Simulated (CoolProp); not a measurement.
Methanol along the isobar 10.2 MPa: fugacity coefficient from the reference equation and from simpler models built on Tc = 240.2 °C, pc = 8.216 MPa, ω = 0.565; each cubic takes its own stable root.

Computed with CoolProp (reference Helmholtz-energy equation of state, de Reuck 1993).

| T (°C) | phase | reference | Redlich-Kwong | Soave-Redlich-Kwong | Peng-Robinson |
|---|---|---|---|---|---|
| 117.85 | liquid | 0.06135 | 0.1447 | 0.06759 | 0.06601 |
| 134.65 | liquid | 0.09347 | 0.1893 | 0.1036 | 0.1006 |
| 151.35 | liquid | 0.1358 | 0.2398 | 0.1506 | 0.1456 |
| 168.15 | liquid | 0.1900 | 0.2960 | 0.2099 | 0.2023 |
| 184.85 | liquid | 0.2559 | 0.3562 | 0.2804 | 0.2697 |
| 201.65 | liquid | 0.3337 | 0.4198 | 0.3616 | 0.3474 |
| 218.35 | liquid | 0.4212 | 0.4843 | 0.4496 | 0.4318 |
| 235.05 | liquid | 0.5157 | 0.5480 | 0.5399 | 0.5185 |
